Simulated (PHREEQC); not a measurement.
A column of 0.2 m (30 cells, dispersivity 0.01 m, 3600 s a shift, diffusion coefficient 3e-10 m²/s) holds 0.049 eq of the database's cation exchanger X per kg of pore water, first in equilibrium with 0.0045 mol/kgw ZnCl2, 0.0004 mol/kgw PbCl2 and 1e-05 mol/kgw HCl. It is flushed with 0.037 mol LiCl, 0.00036 mol KCl and 1e-05 mol HCl per kg of water, at 15 °C. Values are for the last cell. No CO2 enters from the air. No solid was allowed to form.

Base run: PHREEQC, ion-association model, phreeqc.dat. Each further column changes one thing. The table gives K in solution (mol/kgw).

```json
[
 {"pore volumes": "0", "base": "0", "exchange capacity from 0.049 to 0.025 eq/kgw": "0", "dispersivity from 0.01 to 0.02 m": "0"},
 {"pore volumes": "0.5167", "base": "3.33e-10", "exchange capacity from 0.049 to 0.025 eq/kgw": "3.27e-8", "dispersivity from 0.01 to 0.02 m": "6.89e-8"},
 {"pore volumes": "0.85", "base": "5.19e-7", "exchange capacity from 0.049 to 0.025 eq/kgw": "6.03e-6", "dispersivity from 0.01 to 0.02 m": "4.22e-6"},
 {"pore volumes": "1.35", "base": "1.37e-5", "exchange capacity from 0.049 to 0.025 eq/kgw": "5.53e-5", "dispersivity from 0.01 to 0.02 m": "3.16e-5"},
 {"pore volumes": "1.85", "base": "4.17e-5", "exchange capacity from 0.049 to 0.025 eq/kgw": "0.000112", "dispersivity from 0.01 to 0.02 m": "6.83e-5"},
 {"pore volumes": "2.35", "base": "7.33e-5", "exchange capacity from 0.049 to 0.025 eq/kgw": "0.000158", "dispersivity from 0.01 to 0.02 m": "0.000102"},
 {"pore volumes": "2.683", "base": "9.43e-5", "exchange capacity from 0.049 to 0.025 eq/kgw": "0.000184", "dispersivity from 0.01 to 0.02 m": "0.000121"},
 {"pore volumes": "3.183", "base": "0.000124", "exchange capacity from 0.049 to 0.025 eq/kgw": "0.000215", "dispersivity from 0.01 to 0.02 m": "0.000147"},
 {"pore volumes": "3.683", "base": "0.000152", "exchange capacity from 0.049 to 0.025 eq/kgw": "0.000239", "dispersivity from 0.01 to 0.02 m": "0.000170"},
 {"pore volumes": "4.183", "base": "0.000175", "exchange capacity from 0.049 to 0.025 eq/kgw": "0.000257", "dispersivity from 0.01 to 0.02 m": "0.000189"},
 {"pore volumes": "4.517", "base": "0.000190", "exchange capacity from 0.049 to 0.025 eq/kgw": "0.000267", "dispersivity from 0.01 to 0.02 m": "0.000200"},
 {"pore volumes": "5.017", "base": "0.000208", "exchange capacity from 0.049 to 0.025 eq/kgw": "0.000279", "dispersivity from 0.01 to 0.02 m": "0.000215"}
]
```
